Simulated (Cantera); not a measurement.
Cantera with NASA thermochemical tables; ideal gases at 1 bar, condensed phases pure. Values are per mole of reaction as written; species without (g) are pure solids or liquids, kept so even where they would boil at 1 bar. The tables' values for SiF₂ are old estimates.

SiF₂(g) + 2 H₂(g) → 2 F(g) + SiH₄(g)

```json
[
 {"T (K)": "2473", "ΔH° (kJ)": "802.9", "ΔS° (J/K)": "13.7", "ΔG° (kJ)": "769.1", "log10 K": "-16.24"},
 {"T (K)": "2498", "ΔH° (kJ)": "803.3", "ΔS° (J/K)": "13.8", "ΔG° (kJ)": "768.8", "log10 K": "-16.07"},
 {"T (K)": "2523", "ΔH° (kJ)": "803.7", "ΔS° (J/K)": "14.0", "ΔG° (kJ)": "768.4", "log10 K": "-15.91"},
 {"T (K)": "2548", "ΔH° (kJ)": "804.1", "ΔS° (J/K)": "14.1", "ΔG° (kJ)": "768.1", "log10 K": "-15.75"},
 {"T (K)": "2573", "ΔH° (kJ)": "804.5", "ΔS° (J/K)": "14.3", "ΔG° (kJ)": "767.7", "log10 K": "-15.58"},
 {"T (K)": "2598", "ΔH° (kJ)": "…", "ΔS° (J/K)": "…", "ΔG° (kJ)": "…", "log10 K": "…"},
 {"T (K)": "2623", "ΔH° (kJ)": "…", "ΔS° (J/K)": "…", "ΔG° (kJ)": "…", "log10 K": "…"},
 {"T (K)": "2648", "ΔH° (kJ)": "…", "ΔS° (J/K)": "…", "ΔG° (kJ)": "…", "log10 K": "…"}
]
```

### Question
Some entries are withheld; supply them.

### Answer

- 2598, ΔH° (kJ): 804.9
- 2598, ΔS° (J/K): 14.4
- 2598, ΔG° (kJ): 767.3
- 2598, log10 K: -15.43
- 2623, ΔH° (kJ): 805.3
- 2623, ΔS° (J/K): 14.6
- 2623, ΔG° (kJ): 767.0
- 2623, log10 K: -15.27
- 2648, ΔH° (kJ): 805.6
- 2648, ΔS° (J/K): 14.7
- 2648, ΔG° (kJ): 766.6
- 2648, log10 K: -15.12
